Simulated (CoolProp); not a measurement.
A single-stage vapour-compression cycle with the fluid: evaporating at 250.15 K (dew point), condensing at 290.15 K (bubble point), superheat 8 K, subcooling 0 K, compressor efficiency 0.75, no pressure losses. The same conditions are run with several fluids, on thermodynamics alone (safety and materials aside).

Model: reference Helmholtz-energy equation of state of each fluid (R11: Jacobsen 1992; R1224YDZ: Akasaka 2023; hydrogen sulfide: Lemmon 2006; R1233zd(E): Akasaka 2022; R22: Kamei 1995; R404A: Lemmon 2003), in CoolProp. Blends and air are pseudo-pure fits.

```csv
fluid,cooling COP,pressure ratio,discharge temperature (K),refrigerating effect (kJ/kg),volumetric capacity (kJ/m³)
R11,4.16,5.90,330.2,?,146
R1224YDZ,4.04,?,310.9,?,?
hydrogen sulfide,3.84,3.35,373.6,424,3530
R1233zd(E),?,6.13,316.0,173,169
R22,3.93,3.83,336.4,181,?
R404A,3.67,3.77,312.5,?,1800
```

Problem. Fill in the missing entries.

Solution. 
- R11, refrigerating effect (kJ/kg): 168
- R1224YDZ, pressure ratio: 6.14
- R1224YDZ, refrigerating effect (kJ/kg): 148
- R1224YDZ, volumetric capacity (kJ/m³): 187
- R1233zd(E), cooling COP: 4.10
- R22, volumetric capacity (kJ/m³): 1680
- R404A, refrigerating effect (kJ/kg): 136
